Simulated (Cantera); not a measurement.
**Transport properties of process gases**

Gas mixture: 100 % NO, at 0.0670 bar, frozen composition.

Cantera's kinetic-theory transport with the Lennard-Jones parameters of GRI-Mech 3.0, ideal gas; thermal conductivity in the multicomponent form. The composition is frozen, though it would react at the higher temperatures.

| T (K) | ρ (kg/m³) | cp (J/kg/K) | μ (µPa s) | λ (mW/m/K) | Pr | D (cm²/s) OH | D (cm²/s) H₂ | D (cm²/s) C₂H₂ |
|---|---|---|---|---|---|---|---|---|
| 400 | 0.0604 | 998.6 | 23.1 | 32.5 | 0.711 | 7.82 | 19.1 | 4.18 |
| 500 | 0.0484 | 1016 | 27.0 | 38.7 | 0.709 | 11.4 | 27.9 | 6.19 |
| 600 | 0.0403 | 1041 | 30.6 | 45.0 | 0.708 | 15.6 | 37.8 | 8.49 |
| 700 | 0.0345 | 1067 | 34.0 | 51.2 | 0.708 | 20.2 | 48.8 | 11.1 |
| 800 | 0.0302 | 1092 | 37.1 | 57.3 | 0.708 | 25.2 | 61.0 | 13.9 |
| 900 | 0.0269 | 1114 | 40.1 | 63.1 | 0.707 | 30.7 | 74.1 | 16.9 |
| 1000 | 0.0242 | 1133 | 42.9 | 68.8 | 0.707 | 36.6 | 88.3 | 20.2 |
| 1100 | 0.0220 | 1147 | 45.7 | 74.1 | 0.707 | 42.8 | 103 | 23.7 |
D: mixture-averaged diffusion coefficient of that species in the mixture.
